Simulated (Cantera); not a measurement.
**Ta₂O₅ + CH₄ + H₂ (carbothermic reduction)**

Input: 1 mol Ta₂O₅, 0.5 mol CH₄, 0.38 mol H₂, held at 1 atm.

Method: chemical equilibrium by Gibbs-energy minimisation in Cantera with the NASA 1993 tables (ideal gas, pure condensed phases). Candidate condensed phases: C, C₆H₆, C₇H₈, C₈H₁₈, H₂O, Ta, TaC, Ta₂O₅; 113 gas species. Mutual solubility and eutectic melting of coexisting phases are not modelled. TaC: taken at fixed stoichiometry. Condensed phases not in the tables: Ta₂C. Equilibrium is a limit: real reactors are often held back by kinetics, nucleation or transport.

From 1625 K to 2000 K the condensed part is TaC(s) + Ta₂O₅(s). From 2075 K to 2300 K the condensed part is TaC(s) + Ta₂O₅(l).

| T (K) | x H₂ | x CO | x H | x H₂O | x CO₂ | n TaC(s) | n Ta₂O₅(s) | n Ta₂O₅(l) |
|---|---|---|---|---|---|---|---|---|
| 1625 | 0.792 | 0.205 | 6.24e-5 | 0.00323 | 0.000268 | 0.145 | 0.928 | 0 |
| 1700 | 0.792 | 0.204 | 0.000130 | 0.00353 | 0.000267 | 0.145 | 0.928 | 0 |
| 1775 | 0.791 | 0.204 | 0.000256 | 0.00383 | 0.000266 | 0.145 | 0.928 | 0 |
| 1850 | 0.791 | 0.204 | 0.000476 | 0.00412 | 0.000265 | 0.145 | 0.927 | 0 |
| 1925 | 0.790 | 0.204 | 0.000844 | 0.00440 | 0.000264 | 0.145 | 0.927 | 0 |
| 2000 | 0.790 | 0.204 | 0.00144 | 0.00468 | 0.000264 | 0.145 | 0.927 | 0 |
| 2075 | 0.789 | 0.204 | 0.00235 | 0.00490 | 0.000261 | 0.145 | 0 | 0.927 |
| 2150 | 0.787 | 0.204 | 0.00372 | 0.00497 | 0.000251 | 0.145 | 0 | 0.927 |
| 2225 | 0.785 | 0.204 | 0.00570 | 0.00502 | 0.000243 | 0.145 | 0 | 0.927 |
| 2300 | 0.783 | 0.203 | 0.00851 | 0.00506 | 0.000234 | 0.145 | 0 | 0.927 |
x: gas mole fraction; n: condensed amount in mol.
